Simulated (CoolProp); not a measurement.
A single-stage vapour-compression cycle with dimethyl carbonate: evaporating at 325.15 K (dew point), condensing at 361.15 K (bubble point), superheat 10 K, subcooling 0 K, compressor efficiency 0.7, no pressure losses. Each further row changes one setting.

The numbers come from the reference Helmholtz-energy equation of state, Zhou 2011 in CoolProp.

```json
[
 {"case": "as stated", "cooling COP": "5.73", "pressure ratio": "3.74", "discharge temperature (K)": "381.6", "refrigerating effect (kJ/kg)": "345", "volumetric capacity (kJ/m³)": "285"},
 {"case": "evaporating temperature 330.15 K", "cooling COP": "6.86", "pressure ratio": "3.05", "discharge temperature (K)": "379.6", "refrigerating effect (kJ/kg)": "351", "volumetric capacity (kJ/m³)": "351"},
 {"case": "condensing temperature 356.15 K", "cooling COP": "6.76", "pressure ratio": "3.18", "discharge temperature (K)": "375.8", "refrigerating effect (kJ/kg)": "355", "volumetric capacity (kJ/m³)": "293"},
 {"case": "subcooling 5 K", "cooling COP": "5.89", "pressure ratio": "3.74", "discharge temperature (K)": "381.6", "refrigerating effect (kJ/kg)": "355", "volumetric capacity (kJ/m³)": "293"},
 {"case": "superheat 20 K", "cooling COP": "5.77", "pressure ratio": "3.74", "discharge temperature (K)": "392.0", "refrigerating effect (kJ/kg)": "358", "volumetric capacity (kJ/m³)": "287"},
 {"case": "compressor efficiency 0.6", "cooling COP": "4.91", "pressure ratio": "3.74", "discharge temperature (K)": "388.6", "refrigerating effect (kJ/kg)": "345", "volumetric capacity (kJ/m³)": "285"}
]
```
